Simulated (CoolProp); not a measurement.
Properties of hydrogen chloride at several states.

Values from CoolProp's reference Helmholtz-energy equation of state, Thol 2018.

```json
[
 {"T (K)": "246", "p (bar)": "66.8", "phase": "liquid", "density (kg/m³)": "[?]", "cp (kJ/(kg K))": "1.746", "Joule-Thomson coefficient (K/MPa)": "-0.1533", "isothermal compressibility (1/MPa)": "[?]", "fugacity coefficient": "0.1693"},
 {"T (K)": "329", "p (bar)": "61.5", "phase": "gas", "density (kg/m³)": "[?]", "cp (kJ/(kg K))": "1.985", "Joule-Thomson coefficient (K/MPa)": "10.39", "isothermal compressibility (1/MPa)": "0.2692", "fugacity coefficient": "[?]"},
 {"T (K)": "334.4", "p (bar)": "6.29", "phase": "gas", "density (kg/m³)": "8.470", "cp (kJ/(kg K))": "0.8417", "Joule-Thomson coefficient (K/MPa)": "11.95", "isothermal compressibility (1/MPa)": "1.633", "fugacity coefficient": "0.9743"},
 {"T (K)": "217.4", "p (bar)": "0.52", "phase": "gas", "density (kg/m³)": "1.058", "cp (kJ/(kg K))": "0.8188", "Joule-Thomson coefficient (K/MPa)": "36.76", "isothermal compressibility (1/MPa)": "19.40", "fugacity coefficient": "0.9912"},
 {"T (K)": "289.5", "p (bar)": "420", "phase": "liquid", "density (kg/m³)": "1008", "cp (kJ/(kg K))": "1.615", "Joule-Thomson coefficient (K/MPa)": "-0.1842", "isothermal compressibility (1/MPa)": "0.002307", "fugacity coefficient": "0.1282"}
]
```

Some entries are withheld; supply them.


- 246, density (kg/m³): 1040
- 246, isothermal compressibility (1/MPa): 0.002518
- 329, density (kg/m³): 121.8
- 329, fugacity coefficient: 0.7478
